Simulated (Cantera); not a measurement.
Charge: 1 mol N2O, 0.0038 mol SO2, 0.11 mol H2, equilibrated at 1925 K and 0.0100 bar.

Equilibrium computed with Cantera from the NASA thermochemical tables; the gas is ideal and each condensed phase is pure. Candidate condensed phases: H2O, H2SO4, S; 35 gas species. The numbers say what is thermodynamically allowed, not how fast it happens.

### Question
What is the equilibrium state?

### Answer
```json
{
  "x(N2)": "0.637",
  "x(O2)": "0.280",
  "x(H2O)": "0.0682",
  "x(NO)": "0.00642",
  "x(OH)": "0.00392",
  "x(SO2)": "0.00243",
  "x(O)": "0.00195",
  "x(H2)": "0.000206",
  "x(H)": "0.000137",
  "gas_amount": "1.562 mol",
  "log10 activity of S(l) (absent)": "-9.60"
}
```
